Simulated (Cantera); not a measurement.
What does this Cantera script print?

```python
import numpy as np
import cantera as ct

gas = ct.Solution("gri30.yaml")
gas.TPX = 1798, 100000, {'CH3OH': 1, 'O2': 1, 'N2': 3.76, 'H2O': 0.24}
reactor = ct.IdealGasReactor(gas, energy="on", clone=False)
net = ct.ReactorNet([reactor])
net.rtol, net.atol = 1e-08, 1e-16
show = ['CH3OH', 'O2', 'H2O', 'CH2CO', 'OH', 'C2H']
times = np.geomspace(2e-06, 5, 16)

steps = ct.SolutionArray(gas, extra=["t"])
rows = []
print(f"{'t/s':>10s}{'T/K':>9s}{'P/Pa':>11s}" + "".join(f"{s:>11s}" for s in show))
for t in times:
    while net.time < t:
        t_next = net.step()
        steps.append(gas.state, t=t_next)
    rows.append([np.interp(t, steps.t, y) for y in (steps.T, steps.P, *steps(*show).X.T)])
    print(f"{t:10.3e}{rows[-1][0]:9.1f}{rows[-1][1]:11.4g}" + "".join(f"{x:11.3e}" for x in rows[-1][2:]))
rate = np.gradient(steps.T, steps.t)
print("integrator steps:", len(steps.t))
if steps.T.max() > steps.T[0] + 200:
    print(f"time of steepest temperature rise: {steps.t[rate.argmax()]:.4e} s")
gas.TPX = 1798, 100000, {'CH3OH': 1, 'O2': 1, 'N2': 3.76, 'H2O': 0.24}
gas.equilibrate("UV")
print(f"equilibrium (UV): T = {gas.T:.1f} K  " + "  ".join(f"{s} {gas[s].X[0]:.3e}" for s in show))
```

Result:

```
       t/s      T/K       P/Pa      CH3OH         O2        H2O      CH2CO         OH        C2H
 2.000e-06   1797.3  1.001e+05  1.644e-01  1.653e-01  4.084e-02  1.483e-09  2.152e-05  5.443e-13
 5.340e-06   1804.3   1.01e+05  1.564e-01  1.610e-01  4.421e-02  4.275e-08  7.251e-05  5.811e-12
 1.426e-05   2052.5  1.256e+05  6.164e-02  1.114e-01  1.038e-01  1.251e-05  7.535e-04  1.495e-09
 3.807e-05   2798.8  1.915e+05  7.662e-15  1.093e-02  2.031e-01  1.204e-15  2.872e-02  1.194e-17
 1.017e-04   2953.7  1.999e+05  1.269e-14  8.147e-03  2.143e-01  3.381e-15  2.657e-02  6.062e-17
 2.714e-04   2953.3  1.998e+05  1.335e-14  7.598e-03  2.145e-01  3.601e-15  2.578e-02  6.449e-17
 7.248e-04   2947.5  1.994e+05  1.374e-14  7.132e-03  2.143e-01  3.696e-15  2.505e-02  6.475e-17
 1.935e-03   2946.4  1.993e+05  1.381e-14  7.050e-03  2.142e-01  3.713e-15  2.491e-02  6.479e-17
 5.167e-03   2946.4  1.993e+05  1.381e-14  7.049e-03  2.142e-01  3.713e-15  2.491e-02  6.479e-17
 1.380e-02   2946.4  1.993e+05  1.381e-14  7.049e-03  2.142e-01  3.713e-15  2.491e-02  6.479e-17
 3.684e-02   2946.4  1.993e+05  1.381e-14  7.049e-03  2.142e-01  3.713e-15  2.491e-02  6.479e-17
 9.837e-02   2946.4  1.993e+05  1.381e-14  7.049e-03  2.142e-01  3.713e-15  2.491e-02  6.479e-17
 2.627e-01   2946.4  1.993e+05  1.381e-14  7.049e-03  2.142e-01  3.713e-15  2.491e-02  6.479e-17
 7.013e-01   2946.4  1.993e+05  1.381e-14  7.049e-03  2.142e-01  3.713e-15  2.491e-02  6.479e-17
 1.873e+00   2946.4  1.993e+05  1.381e-14  7.049e-03  2.142e-01  3.713e-15  2.491e-02  6.479e-17
 5.000e+00   2946.4  1.993e+05  1.381e-14  7.049e-03  2.142e-01  3.713e-15  2.491e-02  6.479e-17
integrator steps: 1574
time of steepest temperature rise: 1.5838e-05 s
equilibrium (UV): T = 2946.4 K  CH3OH 1.450e-14  O2 7.049e-03  H2O 2.142e-01  CH2CO 3.996e-15  OH 2.491e-02  C2H 6.889e-17
```

Detailed kinetics in Cantera: GRI-Mech 3.0 (53 species, 325 reactions). GRI-Mech 3.0 was tuned for natural gas; its chemistry of methanol as a main component is partial and can be far from experiment.
